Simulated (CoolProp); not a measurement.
Properties of ethanol along the isobar 19100 kPa.

The numbers come from the reference Helmholtz-energy equation of state, Schroeder 2014 in CoolProp.

```tsv
T (K)	phase	density (kg/m³)	expansivity (1/kK)
307.7	liquid	793.3	0.9912
345.1	liquid	763.1	1.103
382.6	liquid	729.5	1.315
420	liquid	690.3	1.669
457.5	liquid	642.7	2.155
494.9	liquid	586.4	2.807
532.4	supercritical	515.9	4.230
569.8	supercritical	420.6	6.662
```
